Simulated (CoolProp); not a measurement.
R141b along the isobar 0.85 MPa: density (kg/m³) from the reference equation and from simpler models built on Tc = 477.5 K, pc = 4.212 MPa, ω = 0.220; each cubic takes its own stable root.

Model: reference Helmholtz-energy equation of state, Lemmon 2006, in CoolProp. It is a short technical equation, of lower accuracy than the large ones.

| T (K) | phase | reference | Redlich-Kwong | Soave-Redlich-Kwong |
|---|---|---|---|---|
| 261.1 | liquid | 1305 | 1173 | 1196 |
| 273.2 | liquid | 1282 | 1152 | 1178 |
| 285.4 | liquid | 1260 | 1130 | 1158 |
| 297.6 | liquid | 1236 | 1107 | 1137 |
| 309.7 | liquid | 1213 | 1083 | 1114 |
| 321.9 | liquid | 1188 | 1057 | 1090 |
| 334.1 | liquid | 1163 | 1030 | 1065 |
| 346.2 | liquid | 1137 | 1001 | 1037 |
